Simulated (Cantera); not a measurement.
What does this Cantera script print?

```python
import numpy as np
import cantera as ct

gas = ct.Solution("gri30.yaml")
gas.TPX = 600, 260000, {'CH4': 1, 'C2H6': 0.25, 'O2': 2.61, 'N2': 9.93}
flame = ct.FreeFlame(gas, width=0.02)
flame.set_refine_criteria(ratio=3, slope=0.08, curve=0.16)
flame.transport_model = "mixture-averaged"
flame.solve(loglevel=0, auto=True)
z, T = flame.grid, flame.T
thick = (T[-1] - T[0]) / np.gradient(T, z).max()
show = ['CH4', 'C2H6', 'O2', 'HCN', 'C2H', 'H2O2']
print(f"laminar burning velocity  {flame.velocity[0] * 100:.3f} cm/s")
print(f"burnt temperature         {T[-1]:.1f} K")
print(f"thermal thickness         {thick * 1e3:.4f} mm")
print(f"grid points               {len(z)}")
z0 = z[flame.heat_release_rate.argmax()]
print(f"{'z/mm':>9s}{'T/K':>9s}{'u/(m/s)':>9s}" + "".join(f"{s:>11s}" for s in show))
rows = []
for k in (-3, -2, -1.5, -1, -0.5, -0.25, 0, 0.25, 0.5, 1, 2, 4, 8):
    zz = z0 + k * thick
    rows.append([k * thick, np.interp(zz, z, T), np.interp(zz, z, flame.velocity),
                 *(np.interp(zz, z, flame.X[gas.species_index(s)]) for s in show)])
    print(f"{rows[-1][0] * 1e3:9.3f}{rows[-1][1]:9.1f}{rows[-1][2]:9.3f}" + "".join(f"{x:11.3e}" for x in rows[-1][3:]))
```

Result:

```
laminar burning velocity  102.187 cm/s
burnt temperature         2408.4 K
thermal thickness         0.1470 mm
grid points               147
     z/mm      T/K  u/(m/s)        CH4       C2H6         O2        HCN        C2H       H2O2
   -0.441    600.2    1.023  7.241e-02  1.811e-02  1.890e-01  1.254e-10  2.935e-25  3.792e-08
   -0.294    603.0    1.031  7.206e-02  1.806e-02  1.884e-01  2.774e-09  1.312e-21  5.946e-07
   -0.221    611.5    1.048  7.139e-02  1.798e-02  1.873e-01  1.343e-08  7.879e-20  2.360e-06
   -0.147    676.4    1.168  6.787e-02  1.746e-02  1.814e-01  1.485e-07  3.597e-16  1.578e-05
   -0.074   1075.8    1.894  4.912e-02  1.217e-02  1.452e-01  1.707e-06  1.117e-10  5.493e-05
   -0.037   1494.4    2.669  2.839e-02  4.862e-03  1.021e-01  4.354e-06  3.594e-08  2.119e-05
    0.000   1887.5    3.407  7.491e-03  2.701e-04  5.358e-02  8.867e-06  1.300e-06  2.247e-06
    0.037   2062.4    3.722  6.343e-04  9.643e-07  2.540e-02  8.744e-06  1.017e-06  5.764e-07
    0.074   2116.9    3.804  2.722e-05  1.223e-09  1.541e-02  4.031e-06  6.948e-08  3.914e-07
    0.147   2174.1    3.884  5.850e-08  1.008e-14  1.033e-02  6.201e-07  1.352e-10  3.141e-07
    0.294   2240.8    3.985  7.040e-12  1.214e-20  7.561e-03  2.686e-08  1.659e-14  2.394e-07
    0.588   2307.0    4.087  5.699e-15  2.489e-27  5.157e-03  3.232e-10  7.154e-20  1.734e-07
    1.176   2358.8    4.165  5.313e-15  2.861e-28  3.185e-03  9.445e-11  1.029e-20  1.201e-07
```

Computed with Cantera and GRI-Mech 3.0 (53 species, 325 reactions). Burning velocities carry a grid error of a few per cent, more on coarse grids.
